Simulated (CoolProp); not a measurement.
Aqueous ethylene glycol as a coolant, at -12 °C, 1 atm.

Model: Melinder's fits for secondary coolants, in CoolProp.

```json
[
 {"mass %": "33", "freezing point (°C)": "-17.1", "cp (kJ/(kg K))": "[?]", "density (kg/m³)": "1053", "viscosity (mPa s)": "7.86", "conductivity (W/(m K))": "0.424"},
 {"mass %": "38.5", "freezing point (°C)": "[?]", "cp (kJ/(kg K))": "3.418", "density (kg/m³)": "1062", "viscosity (mPa s)": "9.46", "conductivity (W/(m K))": "0.406"},
 {"mass %": "44", "freezing point (°C)": "[?]", "cp (kJ/(kg K))": "3.282", "density (kg/m³)": "1071", "viscosity (mPa s)": "11.4", "conductivity (W/(m K))": "0.388"},
 {"mass %": "49.5", "freezing point (°C)": "[?]", "cp (kJ/(kg K))": "[?]", "density (kg/m³)": "1079", "viscosity (mPa s)": "13.9", "conductivity (W/(m K))": "0.371"},
 {"mass %": "55.1", "freezing point (°C)": "-43.4", "cp (kJ/(kg K))": "[?]", "density (kg/m³)": "[?]", "viscosity (mPa s)": "17.1", "conductivity (W/(m K))": "0.355"}
]
```

Question: What belongs in the gaps?

Answer: 
- 33, cp (kJ/(kg K)): 3.550
- 38.5, freezing point (°C): -22.2
- 44, freezing point (°C): -28.3
- 49.5, freezing point (°C): -35.3
- 49.5, cp (kJ/(kg K)): 3.146
- 55.1, cp (kJ/(kg K)): 3.008
- 55.1, density (kg/m³): 1087
